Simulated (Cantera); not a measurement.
# Equilibrium for chlorosilane synthesis and conversion: Si + HCl + H2

Charge: 1 mol Si, 2.9 mol HCl, 13 mol H2, held at 870000 Pa.

These are equilibrium values from Cantera (NASA tables, ideal gas, pure condensed phases), not measurements of a reactor. Candidate condensed phases: Si; 19 gas species. The tables' values for SiCl3 are old estimates; treat these amounts as uncertain. Gases not in the tables: Si2H6 and higher silanes. Kinetics and transport are ignored.

```json
[
 {"T (K)": "600", "x H2": "0.941", "x HCl": "1.50e-5", "x SiHCl3": "0.0352", "x SiCl2": "1.05e-10", "x SiCl4": "0.0203", "x SiCl3": "3.90e-8", "x SiH2Cl2": "0.00305", "x SiH3Cl": "5.15e-5", "n Si(s)": "0.119", "n Si(l)": "0"},
 {"T (K)": "700", "x H2": "0.941", "x HCl": "0.000118", "x SiHCl3": "0.0340", "x SiCl2": "1.06e-8", "x SiCl4": "0.0209", "x SiCl3": "8.19e-7", "x SiH2Cl2": "0.00365", "x SiH3Cl": "8.38e-5", "n Si(s)": "0.119", "n Si(l)": "0"},
 {"T (K)": "800", "x H2": "0.941", "x HCl": "0.000551", "x SiHCl3": "0.0329", "x SiCl2": "3.31e-7", "x SiCl4": "0.0213", "x SiCl3": "7.97e-6", "x SiH2Cl2": "0.00411", "x SiH3Cl": "0.000118", "n Si(s)": "0.121", "n Si(l)": "0"},
 {"T (K)": "900", "x H2": "0.940", "x HCl": "0.00181", "x SiHCl3": "0.0319", "x SiCl2": "4.74e-6", "x SiCl4": "0.0216", "x SiCl3": "4.63e-5", "x SiH2Cl2": "0.00446", "x SiH3Cl": "0.000152", "n Si(s)": "0.127", "n Si(l)": "0"},
 {"T (K)": "1000", "x H2": "0.938", "x HCl": "0.00465", "x SiHCl3": "0.0306", "x SiCl2": "3.91e-5", "x SiCl4": "0.0215", "x SiCl3": "0.000186", "x SiH2Cl2": "0.00470", "x SiH3Cl": "0.000184", "n Si(s)": "0.139", "n Si(l)": "0"},
 {"T (K)": "1100", "x H2": "0.934", "x HCl": "0.00993", "x SiHCl3": "0.0290", "x SiCl2": "0.000215", "x SiCl4": "0.0209", "x SiCl3": "0.000568", "x SiH2Cl2": "0.00482", "x SiH3Cl": "0.000212", "n Si(s)": "0.161", "n Si(l)": "0"},
 {"T (K)": "1200", "x H2": "0.928", "x HCl": "0.0184", "x SiHCl3": "0.0267", "x SiCl2": "0.000862", "x SiCl4": "0.0194", "x SiCl3": "0.00138", "x SiH2Cl2": "0.00479", "x SiH3Cl": "0.000235", "n Si(s)": "0.193", "n Si(l)": "0"},
 {"T (K)": "1300", "x H2": "0.919", "x HCl": "0.0303", "x SiHCl3": "0.0234", "x SiCl2": "0.00266", "x SiCl4": "0.0169", "x SiCl3": "0.00275", "x SiH2Cl2": "0.00456", "x SiH3Cl": "0.000250", "n Si(s)": "0.233", "n Si(l)": "0"},
 {"T (K)": "1400", "x H2": "0.908", "x HCl": "0.0448", "x SiHCl3": "0.0189", "x SiCl2": "0.00653", "x SiCl4": "0.0132", "x SiCl3": "0.00451", "x SiH2Cl2": "0.00408", "x SiH3Cl": "0.000253", "n Si(s)": "0.273", "n Si(l)": "0"},
 {"T (K)": "1500", "x H2": "0.895", "x HCl": "0.0600", "x SiHCl3": "0.0138", "x SiCl2": "0.0129", "x SiCl4": "0.00890", "x SiCl3": "0.00602", "x SiH2Cl2": "0.00338", "x SiH3Cl": "0.000244", "n Si(s)": "0.302", "n Si(l)": "0"},
 {"T (K)": "1600", "x H2": "0.883", "x HCl": "0.0730", "x SiHCl3": "0.00877", "x SiCl2": "0.0208", "x SiCl4": "0.00502", "x SiCl3": "0.00652", "x SiH2Cl2": "0.00256", "x SiH3Cl": "0.000223", "n Si(s)": "0.315", "n Si(l)": "0"},
 {"T (K)": "1700", "x H2": "0.874", "x HCl": "0.0826", "x SiHCl3": "0.00497", "x SiCl2": "0.0280", "x SiCl4": "0.00243", "x SiCl3": "0.00588", "x SiH2Cl2": "0.00177", "x SiH3Cl": "0.000192", "n Si(s)": "0", "n Si(l)": "0.321"}
]
```
x: gas mole fraction; n: condensed amount in mol.

From 600 K to 1600 K the condensed part is Si(s). At 1700 K the condensed part is Si(l). The main Si-bearing gas is SiHCl3 at 600 K and SiCl2 at 1700 K.
